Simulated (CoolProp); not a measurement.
The numbers come from the reference Helmholtz-energy equation of state, Smukala 2000 in CoolProp.

Q: For ethylene, give the phase and the density (kg/m³), cp (kJ/(kg K)), speed of sound (m/s), fugacity coefficient at 176.85 °C and 164 bar.

A: 
- 176.85 °C and 164 bar: supercritical; density 145, cp 2.69, speed of sound 399, fugacity coefficient 0.821
